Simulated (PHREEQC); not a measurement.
A solution holds 1.3 mol/kgw MgCl2 and 0.08 mol/kgw K2SO4, at 25 °C. It is in equilibrium with CO2 at log p = 0 (atm). Otherwise closed; pH follows from the charge balance.

Model: Pitzer model, pitzer.dat, run in PHREEQC.

The pH comes out as 3.56. The ionic strength is 4.14 mol/kgw. The activity of water comes out as 0.914, the density is 1.100 g/cm³ and the osmotic coefficient comes out as 1.200.

```
species  molality  activity   log γ
-------  --------  --------  ------
Cl-          2.60      1.51  -0.237
Mg+2         1.30      1.09  -0.075
K+          0.160     0.126  -0.105
SO4-2      0.0800  0.000914  -1.942
CO2        0.0210    0.0338   0.207
HCO3-    0.000157   5.16e-5  -0.482
H+       0.000125  0.000273   0.338
HSO4-     3.12e-5   2.38e-5  -0.117
MgCO3     8.03e-9   8.03e-9   0.000
CO3-2     6.58e-9  8.66e-12  -2.881
MgOH+     5.85e-9   5.69e-9  -0.012
```

This is a speciation only: nothing precipitates in the calculation. Species that the database lacks are ignored. In brines, pH and single-ion activities rest on the MacInnes convention.
